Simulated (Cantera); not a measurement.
A Cantera script and what it prints.

```python
import numpy as np
import cantera as ct

gas_names = """
    C CH CH2 CH3 CH2OH CH3O CH4 CH3OH CO CO2 COOH C2 C2H CHCO,ketyl C2H2,acetylene C2H2,vinylidene
    CH2CO,ketene C2H3,vinyl CH3CO,acetyl C2H4 C2H4O,ethylen CH3CHO,ethanal CH3COOH (HCOOH)2 C2H5 C2H6
    CH3OCH3 C2H5OH C2O C3 C3H3,propargyl C3H4,allene C3H4,propyne C3H4,cyclo- C3H5,allyl C3H6,propylene
    C3H6,cyclo- C3H6O C3H7,n-propyl C3H7,i-propyl C3H8 C3H8O,1propanol C3H8O,2propanol C3O2 C4 C4H2
    C4H4,1,3-cyclo- C4H6,butadiene C4H6,2-butyne C4H6,cyclo- C4H8,1-butene C4H8,cis2-buten
    C4H8,tr2-butene C4H8,isobutene C4H8,cyclo- (CH3COOH)2 C4H9,n-butyl C4H9,i-butyl C4H9,s-butyl
    C4H9,t-butyl C4H10,isobutane C4H10,n-butane C5 C5H6,1,3cyclo- C5H8,cyclo- C5H10,1-pentene
    C5H10,cyclo- C5H11,pentyl C5H11,t-pentyl C5H12,n-pentane C5H12,i-pentane CH3C(CH3)2CH3 C6H2
    C6H5,phenyl C6H5O,phenoxy C6H6 C6H5OH,phenol C6H10,cyclo- C6H12,1-hexene C6H12,cyclo- C6H13,n-hexyl
    C7H7,benzyl C7H8 C7H8O,cresol C7H14,1-heptene C7H15,n-heptyl C7H16,n-heptane C8H8,styrene
    C8H10,ethylbenz C8H16,1-octene C8H17,n-octyl C8H18,isooctane C8H18,n-octane C9H19,n-nonyl
    C10H8,naphthale C10H21,n-decyl C12H9,o-bipheny C12H10,bipheny H HCO HO2 H2 HCHO,formaldehy HCOOH H2O
    H2O2 O OH O2 O3 Ta TaO TaO2
""".split()
cond_names = """
    C(gr) C6H6(L) C7H8(L) C8H18(L),n-octa H2O(s) H2O(L) Ta(cr) Ta(L) TaC(s) TaC(L) Ta2O5(s) Ta2O5(L)
""".split()


def load(file, names, dense=False):
    # The tables refer to 1 bar. Condensed volumes are neglected.
    table = {s.name: s for s in ct.Species.list_from_file(file)}
    out = []
    for n in names:
        d = dict(table[n].input_data)
        d["thermo"] = dict(d["thermo"], **{"reference-pressure": 1e5})
        if dense:
            d["equation-of-state"] = {"model": "constant-volume", "density": "1e6 g/cm^3"}
        out.append(ct.Species.from_dict(d))
    return out


gas = ct.Solution(thermo="ideal-gas", species=load("nasa_gas.yaml", gas_names))
cond = {s.name: ct.Solution(thermo="fixed-stoichiometry", species=[s], name=s.name)
        for s in load("nasa_condensed.yaml", cond_names, dense=True)}
atoms = {
    'Ta2O5': {'Ta': 2, 'O': 5},
    'CH4': {'C': 1, 'H': 4},
    'CO': {'C': 1, 'O': 1},
}
top_T = {'C(gr)': 4500}  # K; cautious upper limits of use, not melting points


def equilibrate(T, P, feed):
    n = {}
    for name, mol in feed.items():
        for a, k in atoms[name].items():
            n[a] = n.get(a, 0.0) + k * mol
    gas.TPX = T, P, n
    mass = sum(n.values()) * gas.mean_molecular_weight
    gas.equilibrate("TP")
    valid = [c for c in cond.values() if c.min_temp <= T <= top_T.get(c.name, c.max_temp)]
    mix = ct.Mixture([(gas, mass / gas.mean_molecular_weight)] + [(c, 0.0) for c in valid])
    mix.T, mix.P = T, P
    mix.equilibrate("TP", solver="vcs", rtol=1e-11, max_steps=5000)
    return mix


results = []
feed = {'Ta2O5': 1, 'CH4': 1.1, 'CO': 0.076}  # mol
T = 898  # K
P = 1400  # Pa
mix = equilibrate(T, P, feed)
results.append((T, P, feed, dict(zip(mix.species_names, mix.species_moles))))
x = sorted(zip(gas.X, gas.species_names), reverse=True)
print(f"T = {T:g} K  P = {P:g} Pa  gas = {mix.phase_moles(0):.4g} mol")
print("   x: " + "  ".join(f"{s} {v:.3e}" for v, s in x if v > 1e-06))
print("   condensed (mol): " + ("  ".join(f"{mix.phase(i).name} {mix.phase_moles(i):.4g}"
      for i in range(1, mix.n_phases) if mix.phase_moles(i) > 1e-12) or "none"))
```

Output:

```
T = 898 K  P = 1400 Pa  gas = 2.264 mol
   x: H2 9.624e-01  CO 3.230e-02  CH4 4.154e-03  H2O 1.100e-03  CO2 8.582e-05
   condensed (mol): C(gr) 1.093  Ta2O5(s) 1
```

Equilibrium computed with Cantera from the NASA thermochemical tables; the gas is ideal and each condensed phase is pure.
